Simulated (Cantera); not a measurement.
## Low-pressure radical oxidation in H2/O2

An isothermal, constant-pressure homogeneous reactor starts with 7.93 % H₂, 61.0 % O₂, 31.1 % N₂, at 1000 K and 870 Pa.

Computed with Cantera and GRI-Mech 3.0 (53 species, 325 reactions). Radical loss at walls, strong at low pressure, is not modelled. The temperature is held fixed by assumption; the heat of reaction is taken as removed at once.

| t (s) | x H₂ | x O₂ | x H | x H₂O₂ | x O | x OH |
|---|---|---|---|---|---|---|
| 6.00e-5 | 0.0793 | 0.610 | 1.71e-11 | <1e-12 | 1.57e-12 | 1.37e-12 |
| 0.000167 | 0.0793 | 0.610 | 4.54e-11 | <1e-12 | 1.09e-11 | 7.81e-12 |
| 0.000465 | 0.0793 | 0.610 | 1.43e-10 | <1e-12 | 7.48e-11 | 3.98e-11 |
| 0.00129 | 0.0793 | 0.610 | 1.04e-9 | <1e-12 | 7.97e-10 | 3.52e-10 |
| 0.00360 | 0.0793 | 0.610 | 1.28e-7 | 1.52e-12 | 1.04e-7 | 4.48e-8 |
| 0.0100 | 0.0410 | 0.589 | 0.0171 | 1.61e-7 | 0.0101 | 0.00302 |
| 0.0278 | 0.00186 | 0.576 | 0.0140 | 7.00e-8 | 0.0178 | 0.00182 |
| 0.0775 | 0.000549 | 0.589 | 0.00205 | 8.70e-8 | 0.00518 | 0.000941 |
| 0.216 | 7.15e-5 | 0.593 | 9.08e-5 | 7.92e-8 | 0.000678 | 0.000321 |
| 0.600 | 7.80e-6 | 0.594 | 3.47e-6 | 4.55e-8 | 7.72e-5 | 0.000108 |
| 1.67 | 1.09e-6 | 0.594 | 2.04e-7 | 2.00e-8 | 1.17e-5 | 4.21e-5 |
| 4.64 | 2.08e-7 | 0.594 | 1.91e-8 | 8.28e-9 | 2.40e-6 | 1.91e-5 |
| 12.9 | 5.06e-8 | 0.594 | 2.48e-9 | 3.37e-9 | 6.17e-7 | 9.69e-6 |
| 35.9 | 1.44e-8 | 0.594 | 3.93e-10 | 1.34e-9 | 1.81e-7 | 5.24e-6 |
| 100 | 4.47e-9 | 0.594 | 7.02e-11 | 5.21e-10 | 5.73e-8 | 2.95e-6 |
x: mole fraction; the columns are a selection and need not sum to one.

Equilibrium at this temperature and pressure: H₂ 1.01e-10, O₂ 0.594, H <1e-12, H₂O₂ 1.67e-11, O 1.31e-9, OH 4.45e-7 (gas phase only).
